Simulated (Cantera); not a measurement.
**BN + O2 + H2 (nitride etching)**

Feed: 1 mol BN, 0.16 mol O2, 67 mol H2, equilibrated at 1.50 Pa.

Equilibrium computed with Cantera from the NASA thermochemical tables; the gas is ideal and each condensed phase is pure. Candidate condensed phases: B, BN, B2O3, B3O3H3, H2O; 39 gas species. The tables' values for BH2 are old estimates; treat these amounts as uncertain. Rates play no part.

From 1623 K to 1973 K the condensed part is B(s). From 2023 K to 2173 K nothing is condensed. The main B-bearing gas is HBO at 1623 K and B at 2173 K.

| T (K) | x H2 | x H | x B | x N2 | x BO | x HBO | n B(s) |
|---|---|---|---|---|---|---|---|
| 1623 | 0.970 | 0.0176 | 3.81e-6 | 0.00732 | 0.00130 | 0.00326 | 0.677 |
| 1673 | 0.959 | 0.0288 | 1.31e-5 | 0.00728 | 0.00175 | 0.00282 | 0.675 |
| 1723 | 0.942 | 0.0457 | 4.16e-5 | 0.00721 | 0.00221 | 0.00234 | 0.671 |
| 1773 | 0.918 | 0.0704 | 0.000124 | 0.00712 | 0.00263 | 0.00187 | 0.663 |
| 1823 | 0.883 | 0.105 | 0.000349 | 0.00699 | 0.00299 | 0.00144 | 0.643 |
| 1873 | 0.835 | 0.152 | 0.000928 | 0.00681 | 0.00324 | 0.00108 | 0.595 |
| 1923 | 0.773 | 0.214 | 0.00234 | 0.00657 | 0.00338 | 0.000781 | 0.479 |
| 1973 | 0.694 | 0.290 | 0.00563 | 0.00626 | 0.00341 | 0.000548 | 0.201 |
| 2023 | 0.602 | 0.380 | 0.00777 | 0.00591 | 0.00338 | 0.000376 | 0 |
| 2073 | 0.502 | 0.481 | 0.00740 | 0.00554 | 0.00328 | 0.000252 | 0 |
| 2123 | 0.399 | 0.585 | 0.00695 | 0.00516 | 0.00313 | 0.000165 | 0 |
| 2173 | 0.301 | 0.684 | 0.00649 | 0.00480 | 0.00297 | 0.000105 | 0 |
x: gas mole fraction; n: condensed amount in mol.
